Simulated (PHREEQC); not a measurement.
A solution holds 0.026 mol NH3 per kg of water, at 20 °C. Closed to the air; pH follows from the charge balance.

Computed with PHREEQC (ion-association model, wateq4f.dat).

No solid was allowed to form.

Problem. Predict the pH, ionic strength.

Solution. pH 10.99; ionic strength 0.000677 mol/kgw.

Problem. In which forms is N present?

Solution. NH3 97 %, NH4+ 2.6 % of the N.

Complexes and solids missing from the database can't appear.
